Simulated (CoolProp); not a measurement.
Ammonia along the isotherm 40.85 °C: Z from the reference equation and from simpler models built on Tc = 132.4 °C, pc = 113.6 bar, ω = 0.256; each cubic takes its own stable root.

The numbers come from the reference Helmholtz-energy equation of state, Gao 2020 in CoolProp.

```json
[
 {"p (bar)": "76.9", "phase": "liquid", "reference": "0.08572"},
 {"p (bar)": "154", "phase": "liquid", "reference": "0.1694"},
 {"p (bar)": "231", "phase": "liquid", "reference": "0.2510"},
 {"p (bar)": "308", "phase": "liquid", "reference": "0.3311"},
 {"p (bar)": "385", "phase": "liquid", "reference": "0.4098"},
 {"p (bar)": "462", "phase": "liquid", "reference": "0.4873"},
 {"p (bar)": "538", "phase": "liquid", "reference": "0.5628"},
 {"p (bar)": "615", "phase": "liquid", "reference": "0.6382"},
 {"p (bar)": "692", "phase": "liquid", "reference": "0.7128"},
 {"p (bar)": "769", "phase": "liquid", "reference": "0.7866"},
 {"p (bar)": "846", "phase": "liquid", "reference": "0.8596"},
 {"p (bar)": "923", "phase": "liquid", "reference": "0.9319"},
 {"p (bar)": "1000", "phase": "liquid", "reference": "1.004"}
]
```

How far does each simpler model (van der Waals, Redlich-Kwong) lie from the reference over these 13 states: mean and median of the absolute difference, and the worst?


- van der Waals: mean 77.9 %, median 76.4 %, worst +87.5 % at 40.85 °C and 76.9 bar
- Redlich-Kwong: mean 28.4 %, median 27.9 %, worst +32.2 % at 40.85 °C and 76.9 bar
